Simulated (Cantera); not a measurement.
Catalytic combustion on Pt

An isothermal plug-flow reactor at 525 K and 5.00 bar (inlet), inlet velocity 1.4 m/s, active area per volume 1900 1/m; feed 1.46 % H2, 6.67 % O2, 82.3 % N2, 9.58 % H2O, equivalence ratio 0.11.

Computed with Cantera and Deutschmann's 1995 Pt surface mechanism with GRI-Mech 3.0 gas chemistry. Catalytic surfaces can have several steady states; this one follows from the mechanism file's or the stated starting coverage. Mass transfer to the wall is taken as infinitely fast.

```json
[
 {"z (m)": "0.0001", "x H2": "0.00638", "x O2": "0.0628", "x H2O": "0.104", "θ free Pt": "0.154", "θ O*": "0.623", "θ OH*": "0.213"},
 {"z (m)": "0.00019", "x H2": "0.00419", "x O2": "0.0618", "x H2O": "0.107", "θ free Pt": "0.102", "θ O*": "0.705", "θ OH*": "0.186"},
 {"z (m)": "0.00037", "x H2": "0.00246", "x O2": "0.0610", "x H2O": "0.109", "θ free Pt": "0.0611", "θ O*": "0.783", "θ OH*": "0.152"},
 {"z (m)": "0.00072", "x H2": "0.00136", "x O2": "0.0605", "x H2O": "0.110", "θ free Pt": "0.0340", "θ O*": "0.845", "θ OH*": "0.118"},
 {"z (m)": "0.0014", "x H2": "0.000725", "x O2": "0.0602", "x H2O": "0.110", "θ free Pt": "0.0182", "θ O*": "0.891", "θ OH*": "0.0891"},
 {"z (m)": "0.0027", "x H2": "0.000382", "x O2": "0.0600", "x H2O": "0.111", "θ free Pt": "0.00964", "θ O*": "0.924", "θ OH*": "0.0660"},
 {"z (m)": "0.0052", "x H2": "0.000200", "x O2": "0.0599", "x H2O": "0.111", "θ free Pt": "0.00505", "θ O*": "0.946", "θ OH*": "0.0484"},
 {"z (m)": "0.01", "x H2": "0.000104", "x O2": "0.0599", "x H2O": "0.111", "θ free Pt": "0.00264", "θ O*": "0.962", "θ OH*": "0.0353"}
]
```
x: gas mole fraction; θ: surface coverage.
